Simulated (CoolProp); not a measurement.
Propylene at 298.15 K and 0.63 MPa flows at 0.21 m/s in a round tube of 2 mm bore and 15 µm roughness, fully developed (64/Re and Nu = 3.66 if laminar; Colebrook and Gnielinski if turbulent). Each further row changes one setting.

Values from CoolProp's reference Helmholtz-energy equation of state, Lemmon 2013.

```
case               Reynolds number  Darcy friction factor  pressure drop (Pa/m)  heat-transfer coefficient (W/(m² K))  mass flow (kg/h)
-----------------  ---------------  ---------------------  --------------------  ------------------------------------  ----------------
as stated               (withheld)                  0.111                  14.5                                  32.1            0.0281
velocity 0.42 m/s             1150                 0.0555                  28.9                                  32.1            0.0562
diameter 4 mm                 1150                 0.0555            (withheld)                            (withheld)             0.112
```

Task: What belongs in the gaps?

Result: 
- as stated, Reynolds number: 577
- diameter 4 mm, pressure drop (Pa/m): 3.62
- diameter 4 mm, heat-transfer coefficient (W/(m² K)): 16.1

Viscosity comes from a separate model (Huber 2003), an estimate that may be off by 10 % or more. Thermal conductivity comes from a separate model (Huber 2003), an estimate that may be off by 10 % or more.
